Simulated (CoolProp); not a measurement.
Vapour-liquid equilibrium of ethanol (1) + dimethyl carbonate (2) at 0.231 MPa; x and y are mole fractions of (1).

Computed with CoolProp (multi-fluid Helmholtz-energy mixture model, Schroeder 2014 and Zhou 2011; pair parameters Bell 2016).

```
x     bubble temperature (K)  y at the bubble point  dew temperature at overall composition x (K)  liquid density (mol/L)
----  ----------------------  ---------------------  --------------------------------------------  ----------------------
0.05                   386.5                  0.161                                         390.0                   10.57
0.2                    378.1                  0.418                                         385.3                   11.16
0.35                   374.3                  0.542                                         380.4                   11.76
0.5                    372.5                  0.622                                         375.5                   12.43
0.65                   371.7                  0.691                                         372.1                   13.21
0.8                    371.6                  0.776                                         371.8                   14.10
0.95                   373.0                  0.921                                         373.3                   15.11
```

y crosses x between x = 0.65 and 0.8: the model has an azeotrope there.

The pair parameters rest on a limited set of measurements; away from them the model extrapolates.
